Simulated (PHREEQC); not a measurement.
A solution holds 0.00055 mol HF, 0.023 mol (NH4)2SiF6, 0.0013 mol HBF4 and 3.9e-05 mol HCl per kg of water, at 25 °C. Closed to the air; pH follows from the charge balance.

The numbers come from PHREEQC with the ion-association model, phreeqc.dat.

This is a speciation only: nothing precipitates in the calculation.

### Question
Predict the pH, ionic strength.

### Answer
pH 2.81; ionic strength 0.0705 mol/kgw.

### Question
In which forms is F present?

### Answer
SiF6-2 95 %, BF4- 2.1 %, HF 1.9 %, F- 1.1 % of the F.

Saturation is exceeded, for instance for Quartz (slow to form), Chalcedony (slow to form); the values hold only as long as no solid forms. SiF6-2 is the database's only silicon fluoride. Real BF4- forms and hydrolyses slowly; the run takes it at equilibrium.
